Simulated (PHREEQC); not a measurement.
A solution holds 0.0065 mol HF, 0.005 mol H2SiF6, 1.8e-05 mol H3BO3 and 0.0135 mol H2SO4 per kg of water, at 20 °C. Closed to the air; pH follows from the charge balance.

Computed with PHREEQC (ion-association model, wateq4f.dat).

No solid was allowed to form.

Order these F species by the share of F that they hold, largest first: BF4-, SiF6-2, H2F2, F-, HF.

SiF6-2 (81 %), HF (17 %), H2F2 (0.69 %), F- (0.61 %), BF4- (0.15 %)

The pH is 1.59 and the ionic strength 0.0402 mol/kgw. SiF6-2 is the database's only silicon fluoride. Real BF4- forms and hydrolyses slowly; the run takes it at equilibrium.
